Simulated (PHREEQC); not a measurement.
Hard or scaling water (model solution)

Make-up at 55 °C: 0.01 mol CaSO4, 2.7e-05 mol CO2 and 0.0046 mol NaCl per kg of water. Closed to the air; pH follows from the charge balance.

The numbers come from PHREEQC with the ion-association model, phreeqc.dat.

The pH is 5.58 and the ionic strength is 0.0333 mol/kgw. The specific conductance is 3660 µS/cm.

| species | molality | activity | log γ |
|---|---|---|---|
| Ca+2 | 0.00721 | 0.00364 | -0.297 |
| SO4-2 | 0.00711 | 0.00354 | -0.303 |
| Cl- | 0.00460 | 0.00382 | -0.080 |
| Na+ | 0.00451 | 0.00378 | -0.076 |
| CaSO4 | 0.00279 | 0.00281 | 0.003 |
| NaSO4- | 9.45e-5 | 7.97e-5 | -0.074 |
| CO2 | 2.16e-5 | 2.18e-5 | 0.003 |
| HCO3- | 5.06e-6 | 4.26e-6 | -0.074 |
| H+ | 3.06e-6 | 2.64e-6 | -0.064 |

No solid was allowed to form. Complexes and solids missing from the database can't appear. At this temperature some constants are extrapolated from 25 °C, and those without enthalpy data are left unchanged.
